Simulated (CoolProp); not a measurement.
Saturated liquid density (kg/m³) of chlorine: the reference equation beside estimates from Tc = 416.9 K, pc = 76.42 bar, ω = 0.070. Rackett uses Z = 0.29056 − 0.08775 ω.

The numbers come from the reference Helmholtz-energy equation of state, Thol 2021 in CoolProp.

```csv
T (K),reference,Rackett,Redlich-Kwong,Soave-Redlich-Kwong,Peng-Robinson
266.7,…,…,1372,1372,1551
279.5,1449,…,1333,1335,1511
292.3,1411,1339,1292,1296,1467
305.1,1371,1303,…,1253,1420
317.9,1329,1265,1201,1208,1369
330.7,1285,1225,…,1158,1314
343.5,1238,1182,1095,1104,1252
356.3,1186,1134,…,1045,1183
369.1,1129,1082,…,977.5,1106
```

### Question
What belongs in the gaps?

### Answer

- 266.7, reference: 1486
- 266.7, Rackett: 1406
- 279.5, Rackett: 1373
- 305.1, Redlich-Kwong: 1248
- 330.7, Redlich-Kwong: 1150
- 356.3, Redlich-Kwong: 1035
- 369.1, Redlich-Kwong: 967.2

Absolute difference from the reference over all 9 rows, mean and median: Rackett 4.8 and 4.8 %, Redlich-Kwong 10.2 and 9.6 %, Soave-Redlich-Kwong 9.7 and 9.1 %, Peng-Robinson 2.8 and 3.0 %.
